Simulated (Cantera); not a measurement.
A closed system holds: 1 mol SiCl₄, 26 mol H₂O, 9.9 mol H₂, 2.2 mol O₃, held at 1098.15 K and 0.130 bar.

Cantera equilibrium calculation (NASA polynomials, part measured and part estimated; ideal gas, pure solids and liquids). Candidate condensed phases: H₂O, Si, SiO₂; 30 gas species. Rates play no part.

Base state: H₂O 0.807, HCl 0.106, H₂ 0.0871 (mole fractions); condensed: SiO₂(β-quartz).

**Question.** What changes in the equilibrium state with this change: SiCl₄ replaced by TEOS?

**Answer.** 
```
species              before   after
-------------------  ------  ------
H₂                   0.0871   0.431
H₂O                   0.807   0.420
CO                        0  0.0754
HCl                   0.106       0
CO₂                       0  0.0730
SiO₂(β-quartz), mol    1.00    1.00
```
The feed counts by its element totals alone. Further candidate phases: C, C₆H₆, C₇H₈, C₈H₁₈, SiC.
